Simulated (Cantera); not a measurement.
An adiabatic, constant-pressure homogeneous reactor starts with CO : H2 : O2 : N2 = 1 : 0.24 : 0.925 : 3.15 (molar parts), at 1325 K and 1.50 bar. Integrator tolerance rtol = 1e-08.

Model: GRI-Mech 3.0 (53 species, 325 reactions), integrated in Cantera.

Question: What does this change do: initial temperature 1325 to 1498 K?

Answer: 
```json
[
 {"quantity": "time of steepest temperature rise", "before": "29.4 µs", "after": "16.4 µs"},
 {"quantity": "temperature at 4.00 s", "before": "2651 K", "after": "2714 K"},
 {"quantity": "equilibrium temperature", "before": "2651 K", "after": "2714 K"},
 {"quantity": "x(CO) at 4.00 s", "before": "0.0402 (gas-phase equilibrium 0.0402)", "after": "0.0495 (gas-phase equilibrium 0.0495)"},
 {"quantity": "x(H2) at 4.00 s", "before": "0.00155 (gas-phase equilibrium 0.00155)", "after": "0.00190 (gas-phase equilibrium 0.00190)"},
 {"quantity": "x(O2) at 4.00 s", "before": "0.0709 (gas-phase equilibrium 0.0709)", "after": "0.0731 (gas-phase equilibrium 0.0731)"},
 {"quantity": "x(NO2) at 4.00 s", "before": "8.47e-6 (gas-phase equilibrium 8.47e-6)", "after": "9.05e-6 (gas-phase equilibrium 9.05e-6)"},
 {"quantity": "x(HO2) at 4.00 s", "before": "6.59e-6 (gas-phase equilibrium 6.59e-6)", "after": "7.61e-6 (gas-phase equilibrium 7.61e-6)"},
 {"quantity": "x(NO) at 4.00 s", "before": "0.0156 (gas-phase equilibrium 0.0156)", "after": "0.0173 (gas-phase equilibrium 0.0173)"},
 {"quantity": "x(O) at 4.00 s", "before": "0.00638 (gas-phase equilibrium 0.00638)", "after": "0.00849 (gas-phase equilibrium 0.00849)"}
]
```

Question: What does this change do: pressure from 1.50 bar to 1.00 bar?

Answer: 
| quantity | before | after |
|---|---|---|
| time of steepest temperature rise | 29.4 µs | 43.5 µs |
| temperature at 4.00 s | 2651 K | 2626 K |
| equilibrium temperature | 2651 K | 2626 K |
| x(CO) at 4.00 s | 0.0402 (gas-phase equilibrium 0.0402) | 0.0427 (gas-phase equilibrium 0.0427) |
| x(H2) at 4.00 s | 0.00155 (gas-phase equilibrium 0.00155) | 0.00167 (gas-phase equilibrium 0.00167) |
| x(O2) at 4.00 s | 0.0709 (gas-phase equilibrium 0.0709) | 0.0720 (gas-phase equilibrium 0.0720) |
| x(NO2) at 4.00 s | 8.47e-6 (gas-phase equilibrium 8.47e-6) | 6.91e-6 (gas-phase equilibrium 6.91e-6) |
| x(HO2) at 4.00 s | 6.59e-6 (gas-phase equilibrium 6.59e-6) | 5.66e-6 (gas-phase equilibrium 5.66e-6) |
| x(NO) at 4.00 s | 0.0156 (gas-phase equilibrium 0.0156) | 0.0151 (gas-phase equilibrium 0.0151) |
| x(O) at 4.00 s | 0.00638 (gas-phase equilibrium 0.00638) | 0.00707 (gas-phase equilibrium 0.00707) |
